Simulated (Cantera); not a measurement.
Cantera with NASA thermochemical tables; ideal gases at 1 bar, condensed phases pure. Values are per mole of reaction as written; species without (g) are pure solids or liquids, kept so even where they would boil at 1 bar. TaC: taken at fixed stoichiometry.

2 Ta + 3 C₂H₄(g) → 2 TaC + 2 C₂H₆(g)

| T (K) | ΔH° (kJ) | ΔS° (J/K) | ΔG° (kJ) | log10 K |
|---|---|---|---|---|
| 448 | -613.0 | -196.8 | -524.9 | 61.20 |
| 498 | -612.8 | -196.3 | -515.0 | 54.02 |
| 548 | [?] | [?] | [?] | [?] |
| 598 | -612.3 | -195.3 | -495.5 | 43.28 |
| 648 | [?] | [?] | [?] | [?] |
| 698 | -611.7 | -194.4 | -476.0 | 35.62 |
| 748 | -611.4 | -194.0 | -466.3 | 32.56 |
| 798 | [?] | [?] | [?] | [?] |

Q: What belongs in the gaps?

A: 
- 548, ΔH° (kJ): -612.5
- 548, ΔS° (J/K): -195.8
- 548, ΔG° (kJ): -505.2
- 548, log10 K: 48.16
- 648, ΔH° (kJ): -612.0
- 648, ΔS° (J/K): -194.9
- 648, ΔG° (kJ): -485.7
- 648, log10 K: 39.15
- 798, ΔH° (kJ): -611.0
- 798, ΔS° (J/K): -193.5
- 798, ΔG° (kJ): -456.6
- 798, log10 K: 29.89
